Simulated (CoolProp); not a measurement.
Saturation properties of hydrogen chloride (Tc = 51.5 °C, pc = 8.314 MPa, ω = 0.130).

Values from CoolProp's reference Helmholtz-energy equation of state, Thol 2018.

| T (°C) | p (MPa) | liquid density (kg/m³) | liquid cp (kJ/(kg K)) |
|---|---|---|---|
| -105.85 | 0.02627 | 1235 | 1.658 |
| -94.15 | 0.05845 | 1207 | 1.657 |
| -82.45 | ___ | 1179 | 1.661 |
| -70.75 | 0.2135 | 1149 | ___ |
| -59.05 | ___ | ___ | 1.691 |
| -47.35 | 0.5836 | 1085 | 1.720 |
| -35.65 | ___ | 1051 | ___ |
| -23.95 | ___ | 1014 | ___ |

Q: What belongs in the gaps?

A: 
- -82.45, p (MPa): 0.1167
- -70.75, liquid cp (kJ/(kg K)): 1.672
- -59.05, p (MPa): 0.3636
- -59.05, liquid density (kg/m³): 1118
- -35.65, p (MPa): 0.8920
- -35.65, liquid cp (kJ/(kg K)): 1.761
- -23.95, p (MPa): 1.308
- -23.95, liquid cp (kJ/(kg K)): 1.819

It boils at -85.0 °C under 1 atm.
